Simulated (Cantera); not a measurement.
What does this Cantera script print?

```python
import numpy as np
import cantera as ct

gas_names = """
    AL ALN ALO ALO2 AL2 AL2O AL2O2 N NO NO2 NO3 N2 N2O O O2 O3
""".split()
cond_names = """
    AL(cr) AL(L) ALN(s) AL2O3(a) AL2O3(L)
""".split()


def load(file, names, dense=False):
    # The tables refer to 1 bar. Condensed volumes are neglected.
    table = {s.name: s for s in ct.Species.list_from_file(file)}
    out = []
    for n in names:
        d = dict(table[n].input_data)
        d["thermo"] = dict(d["thermo"], **{"reference-pressure": 1e5})
        if dense:
            d["equation-of-state"] = {"model": "constant-volume", "density": "1e6 g/cm^3"}
        out.append(ct.Species.from_dict(d))
    return out


gas = ct.Solution(thermo="ideal-gas", species=load("nasa_gas.yaml", gas_names))
cond = {s.name: ct.Solution(thermo="fixed-stoichiometry", species=[s], name=s.name)
        for s in load("nasa_condensed.yaml", cond_names, dense=True)}
atoms = {
    'Al2O3': {'AL': 2, 'O': 3},
    'N2': {'N': 2},
}
top_T = {'ALN(s)': 2750}  # K; cautious upper limits of use, not melting points


def equilibrate(T, P, feed):
    n = {}
    for name, mol in feed.items():
        for a, k in atoms[name].items():
            n[a] = n.get(a, 0.0) + k * mol
    gas.TPX = T, P, n
    mass = sum(n.values()) * gas.mean_molecular_weight
    gas.equilibrate("TP")
    valid = [c for c in cond.values() if c.min_temp <= T <= top_T.get(c.name, c.max_temp)]
    mix = ct.Mixture([(gas, mass / gas.mean_molecular_weight)] + [(c, 0.0) for c in valid])
    mix.T, mix.P = T, P
    mix.equilibrate("TP", solver="vcs", rtol=1e-11, max_steps=5000)
    return mix


results = []
feed = {'Al2O3': 1, 'N2': 0.016}  # mol
P = 950000  # Pa
for T in [2100, 2150, 2200, 2250, 2300, 2350, 2400, 2450, 2500, 2550, 2600, 2650]:
    mix = equilibrate(T, P, feed)
    results.append((T, P, feed, dict(zip(mix.species_names, mix.species_moles))))

top = {s: max(r[3][s] / sum(r[3][g] for g in gas_names) for r in results) for s in gas_names}
cols = sorted((s for s in top if top[s] > 1e-06), key=lambda s: -top[s])[:5]
seen = [c for c in cond_names if any(r[3].get(c, 0) > 1e-12 for r in results)]
print("log10 of partial pressures in bar; condensed amounts in mol")
print(f"{'T/K':>10s}" + "".join(f"{s[:9]:>10s}" for s in cols + seen))
for T, P, feed, n in results:
    ng = sum(n[g] for g in gas_names)
    print(f"{T:10.4g}" + "".join(f"{np.log10(max(n[s] / ng * P / 1e5, 1e-99)):10.3f}" for s in cols)
          + "".join(f"{n.get(c, 0):10.4g}" for c in seen))
```

Output:

```
log10 of partial pressures in bar; condensed amounts in mol
       T/K        N2        NO        AL       ALO      AL2O  AL2O3(a)  AL2O3(L)
      2100     0.978    -6.304    -6.524    -7.836    -7.608         1         0
      2150     0.978    -6.005    -6.232    -7.450    -7.245         1         0
      2200     0.978    -5.721    -5.955    -7.082    -6.899         1         0
      2250     0.978    -5.448    -5.691    -6.732    -6.570         1         0
      2300     0.978    -5.187    -5.439    -6.397    -6.256         1         0
      2350     0.978    -4.943    -5.202    -6.086    -5.970         0         1
      2400     0.978    -4.716    -4.980    -5.799    -5.712         0         1
      2450     0.978    -4.499    -4.767    -5.525    -5.466         0         1
      2500     0.978    -4.291    -4.563    -5.262    -5.231         0         1
      2550     0.978    -4.092    -4.367    -5.010    -5.006         0         1
      2600     0.978    -3.900    -4.178    -4.768    -4.790         0         1
      2650     0.978    -3.717    -3.997    -4.536    -4.582         0         1
```

Equilibrium computed with Cantera from the NASA thermochemical tables; the gas is ideal and each condensed phase is pure.
